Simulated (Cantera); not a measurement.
MgO + I2 + O2 (chemical vapour transport)

Input: 1 mol MgO, 0.59 mol I2, 0.73 mol O2, at 1423.15 K and 100000 Pa.

These are equilibrium values from Cantera (NASA tables, ideal gas, pure condensed phases), not measurements of a reactor. Candidate condensed phases: I2, Mg, MgI2, MgO; 10 gas species. Rates play no part.

```
Quantity                               Result
----------------------------------  ---------
x(O2)                                   0.450
x(I)                                    0.371
x(I2)                                   0.178
n(MgO(s))                            1.00 mol
gas amount                          1.621 mol
log10 activity of I2(l) (absent)        -3.00
log10 activity of MgI2(l) (absent)      -8.52
log10 activity of Mg(l) (absent)       -16.13
```
